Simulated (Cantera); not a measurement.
An isothermal, constant-pressure homogeneous reactor starts with NH3 : N2 = 1 : 17 (molar parts), at 1323 K and 0.660 bar. Integrator tolerance rtol = 1e-08.

Computed with Cantera and the gas-phase N/H chemistry of the illustrative SiF4/NH3 mechanism in the Surface Chemkin manual (1991). Walls and surfaces, which speed up NH3 decomposition in real reactors, are not modelled.

Problem. What does this change do: temperature 1323 to 1925 K?

Solution. 
```json
[
 {"quantity": "x(NH3) at 40.0 s", "before": "0.0528 (gas-phase equilibrium 1.56e-6)", "after": "1.40e-6 (gas-phase equilibrium 3.19e-7)"},
 {"quantity": "x(H) at 40.0 s", "before": "9.60e-8 (gas-phase equilibrium 5.52e-7)", "after": "0.000332 (gas-phase equilibrium 0.000332)"},
 {"quantity": "x(N2) at 40.0 s", "before": "0.943 (gas-phase equilibrium 0.921)", "after": "0.921 (gas-phase equilibrium 0.921)"},
 {"quantity": "x(N2H4) at 40.0 s", "before": "8.32e-9 (gas-phase equilibrium <1e-12)", "after": "<1e-12 (gas-phase equilibrium <1e-12)"},
 {"quantity": "x(NH2) at 40.0 s", "before": "2.39e-6 (gas-phase equilibrium 2.03e-11)", "after": "1.67e-8 (gas-phase equilibrium 3.81e-9)"},
 {"quantity": "x(N2H2) at 40.0 s", "before": "7.14e-9 (gas-phase equilibrium <1e-12)", "after": "<1e-12 (gas-phase equilibrium <1e-12)"},
 {"quantity": "x(H2) at 40.0 s", "before": "0.00393 (gas-phase equilibrium 0.0789)", "after": "0.0788 (gas-phase equilibrium 0.0788)"}
]
```

Problem. What does this change do: temperature 1323 to 2423 K?

Solution. 
```
quantity                                             before                                      after
-----------------  ----------------------------------------  -----------------------------------------
x(NH3) at 40.0 s     0.0528 (gas-phase equilibrium 1.56e-6)    1.49e-7 (gas-phase equilibrium 1.49e-7)
x(H) at 40.0 s      9.60e-8 (gas-phase equilibrium 5.52e-7)    0.00604 (gas-phase equilibrium 0.00604)
x(N2) at 40.0 s         0.943 (gas-phase equilibrium 0.921)        0.918 (gas-phase equilibrium 0.918)
x(N2H4) at 40.0 s    8.32e-9 (gas-phase equilibrium <1e-12)      <1e-12 (gas-phase equilibrium <1e-12)
x(NH2) at 40.0 s   2.39e-6 (gas-phase equilibrium 2.03e-11)    3.88e-8 (gas-phase equilibrium 3.88e-8)
x(N2H2) at 40.0 s    7.14e-9 (gas-phase equilibrium <1e-12)  1.25e-12 (gas-phase equilibrium 1.25e-12)
x(H2) at 40.0 s      0.00393 (gas-phase equilibrium 0.0789)      0.0757 (gas-phase equilibrium 0.0757)
```

Problem. What does this change do: temperature 1323 to 1448 K?

Solution. 
| quantity | before | after |
|---|---|---|
| x(NH3) at 40.0 s | 0.0528 (gas-phase equilibrium 1.56e-6) | 0.0387 (gas-phase equilibrium 1.01e-6) |
| x(H) at 40.0 s | 9.60e-8 (gas-phase equilibrium 5.52e-7) | 1.42e-6 (gas-phase equilibrium 3.21e-6) |
| x(N2) at 40.0 s | 0.943 (gas-phase equilibrium 0.921) | 0.937 (gas-phase equilibrium 0.921) |
| x(N2H4) at 40.0 s | 8.32e-9 (gas-phase equilibrium <1e-12) | 3.86e-9 (gas-phase equilibrium <1e-12) |
| x(NH2) at 40.0 s | 2.39e-6 (gas-phase equilibrium 2.03e-11) | 4.84e-6 (gas-phase equilibrium 8.64e-11) |
| x(N2H2) at 40.0 s | 7.14e-9 (gas-phase equilibrium <1e-12) | 6.89e-9 (gas-phase equilibrium <1e-12) |
| x(H2) at 40.0 s | 0.00393 (gas-phase equilibrium 0.0789) | 0.0240 (gas-phase equilibrium 0.0789) |
